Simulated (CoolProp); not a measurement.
Properties of CH3F (R41) along the isobar 32600 kPa (Tc = 317.3 K, pc = 5906 kPa, ω = 0.200).

Model: reference Helmholtz-energy equation of state, Lemmon 2006, in CoolProp. It is a short technical equation, of lower accuracy than the large ones.

```
T (K)          phase  density (kg/m³)  isothermal compressibility (1/MPa)
-----  -------------  ---------------  ----------------------------------
182.9         liquid            938.5                           0.0009291
205.4         liquid                ?                            0.001175
228           liquid                ?                            0.001506
250.5         liquid                ?                            0.001958
273.1         liquid            776.1                                   ?
295.6         liquid            731.0                            0.003472
318.2  supercritical            683.4                                   ?
340.7  supercritical            633.9                            0.006484
363.2  supercritical            582.9                            0.008871
385.8  supercritical            531.1                             0.01193
```

Question: Some entries are withheld; supply them.

Answer: 
- 205.4, density (kg/m³): 900.1
- 228, density (kg/m³): 860.4
- 250.5, density (kg/m³): 819.3
- 273.1, isothermal compressibility (1/MPa): 0.002589
- 318.2, isothermal compressibility (1/MPa): 0.004729
